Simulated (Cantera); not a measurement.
A closed system holds: 1 mol Si2H6, 3.2 mol HCl, 6.5 mol N2, at 1402 °C and 1.33 mbar.

Equilibrium computed with Cantera from the NASA thermochemical tables; the gas is ideal and each condensed phase is pure. Candidate condensed phases: NH4Cl, Si, Si3N4; 28 gas species. The feed counts by its element totals alone. The tables' values for SiCl3, SiCl are old estimates; treat these amounts as uncertain. Rates play no part.

Base state: N2 0.511, H2 0.318, HCl 0.0852, SiCl2 0.0822, H 0.00179, SiCl3 0.000414, Cl 0.000375, SiCl 0.000344 (mole fractions); condensed: Si(s).

### Question
What changes in the equilibrium state with this change: temperature from 1402 °C to 1277 °C?

### Answer
| species | before | after |
|---|---|---|
| N2 | 0.511 | 0.479 |
| H2 | 0.318 | 0.319 |
| HCl | 0.0852 | 0.136 |
| SiCl2 | 0.0822 | 0.0647 |
| Si2N | 1.01e-5 | 1.16e-7 |
| Si | 0.000326 | 8.30e-6 |
| SiH | 1.13e-5 | 4.50e-7 |
| SiCl4 | 4.33e-6 | 4.66e-5 |
| SiCl | 0.000344 | 3.54e-5 |
| Si(s), mol | 0.940 | 0 |
| Si3N4(s), mol | 0 | 0.406 |
